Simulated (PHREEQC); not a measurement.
PHREEQC input (ion-association model, wateq4f.dat):

```
SOLUTION_MASTER_SPECIES
  An  An-  0  An  62.0  # stands for a non-complexing anion
SOLUTION_SPECIES
  An- = An-
    -log_k 0
    -gamma 3.0 0
PHASES
  Fix_H+
    H+ = H+
    -log_k 0
SOLUTION 1
  temp 25
  units mmol/kgw
  pH 7 charge
  Cl 0.42
  Zn 0.289
  S(6) 0.079
  Na 1
  An 1
END
SELECTED_OUTPUT 1
  -reset false
  -pH true
  -pe true
  -ionic_strength true
  -water true
  -totals Cl Na S Zn S(-2) S(6)
  -molalities Hfo_wOH Hfo_wOH2+ Hfo_wO- Hfo_sOH Hfo_sOH2+ Hfo_sO- Hfo_sOZn+ Hfo_wOZn+ Hfo_wSO4- Hfo_wOHSO4-2
  -saturation_indices Zn(OH)2-e Zn4(OH)6SO4 Zn5(OH)8Cl2 Halite Mirabilite Goslarite
USER_PUNCH 1
  -headings sigma psi
  10 PUNCH EDL("sigma", "Hfo"), EDL("psi", "Hfo")
PRINT
  -reset false
USE solution 1
SURFACE 1
  Hfo_wOH 0.00337079 600 1.5
  Hfo_sOH 8.42697e-05
EQUILIBRIUM_PHASES 1
  Fix_H+ -4 HAn 10
    -force_equality true
  O2(g) -0.68 10
END
# ... the last block is repeated for the other 12 points of pH, with NaOH or the acid as the point needs
```

Selected output (columns that matter, 13 of 13 rows; pH added in front):

```
pH	mu	Cl	Na	S	Zn	m_Hfo_wOH	si_Zn(OH)2-e	si_Zn4(OH)6SO4	si_Zn5(OH)8Cl2	si_Halite	si_Mirabilite	si_Goslarite	sigma	psi
4	0.0026438	0.00042	0.001	1.2852e-09	0.00028854	0.0017535	-7.1355	-27.953	-31.481	-8.0081	-13.946	-10.687	0.14437	0.19879
4.5	0.0023414	0.00042	0.001	4.614e-09	0.00028569	0.0020938	-6.1347	-24.388	-27.474	-8.0054	-13.381	-10.124	0.096847	0.18142
5	0.0021088	0.00042	0.001	2.0899e-08	0.00026949	0.0023069	-5.1559	-20.811	-23.578	-8.0032	-12.717	-9.4831	0.06227	0.16146
5.5	0.0018646	0.00042	0.001	1.0977e-07	0.0002277	0.0024284	-4.2244	-17.357	-19.918	-8.0006	-11.987	-8.8238	0.038314	0.1398
6	0.0016239	0.00042	0.001	6.5716e-07	0.0001725	0.0024678	-3.3403	-14.035	-16.494	-7.9979	-11.198	-8.1539	0.022618	0.1166
6.5	0.0014441	0.00042	0.001153	3.9079e-06	7.5157e-05	0.0024272	-2.6983	-11.682	-14.282	-7.9339	-10.288	-7.727	0.013342	0.093317
7	0.0014586	0.00042	0.0013602	2.084e-05	1.3727e-05	0.002391	-2.4415	-10.924	-13.998	-7.8623	-9.414	-7.7396	0.0079585	0.068791
7.5	0.0015729	0.00042	0.0014906	5.7387e-05	1.7751e-06	0.0023924	-2.3478	-11.111	-14.531	-7.8239	-8.898	-8.208	0.0043935	0.043233
8	0.0016403	0.00042	0.0015581	7.5655e-05	2.2604e-07	0.00239	-2.3074	-11.831	-15.33	-7.8055	-8.7419	-9.049	0.0014869	0.015828
8.5	0.0016637	0.00042	0.0015916	7.8624e-05	4.623e-08	0.0023833	-2.288	-12.737	-16.233	-7.7965	-8.7075	-10.014	-0.0011948	-0.012699
9	0.0016863	0.00042	0.0016285	7.8959e-05	2.5514e-08	0.0023743	-2.2693	-13.661	-17.14	-7.7868	-8.6866	-10.993	-0.0042992	-0.04127
9.5	0.00173	0.00042	0.0016931	7.8995e-05	2.3885e-08	0.0023598	-2.2426	-14.555	-18.007	-7.7704	-8.6541	-11.968	-0.0087911	-0.069427
10	0.001836	0.00041999	0.0018334	7.8998e-05	2.6266e-08	0.002333	-2.1989	-15.383	-18.79	-7.737	-8.5886	-12.926	-0.016126	-0.096712
```

Complexes and solids missing from the database can't appear.
